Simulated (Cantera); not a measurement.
Feed: 1 mol Si2Cl6, 0.81 mol HCl, 20 mol H2, held at 91.0 mbar.

Cantera equilibrium calculation (NASA polynomials, part measured and part estimated; ideal gas, pure solids and liquids). Candidate condensed phases: Si; 19 gas species. The feed counts by its element totals alone. The tables' values for SiCl3 are old estimates; treat these amounts as uncertain. Rates play no part.

x: gas mole fraction; n: condensed amount in mol.

```
T (K)   x H2    x HCl  x SiCl4   x SiCl2  x SiHCl3   x SiCl3  n Si(s)
-----  -----  -------  -------  --------  --------  --------  -------
898    0.912  0.00702   0.0589   7.30e-5    0.0213  0.000298      ___
948    0.908   0.0115   0.0579  0.000221    0.0206  0.000616      ___
998    0.904   0.0178   0.0562  0.000595    0.0198   0.00117      ___
1048   0.897   0.0263   0.0536   0.00144    0.0187   0.00205      ___
1098   0.889   0.0371   0.0498   0.00315    0.0173   0.00334      ___
1148   0.878   0.0501   0.0445   0.00628    0.0156   0.00503    0.384
1198   0.865   0.0648   0.0378    0.0114    0.0136   0.00699    0.411
1248   0.850   0.0803   0.0299    0.0190    0.0111   0.00888    0.417
1298   0.835   0.0951   0.0216    0.0288   0.00856    0.0102    0.400
```

**Question.** What belongs in the gaps?

**Answer.** 
- 898, n Si(s): 0.208
- 948, n Si(s): 0.233
- 998, n Si(s): 0.265
- 1048, n Si(s): 0.304
- 1098, n Si(s): 0.346
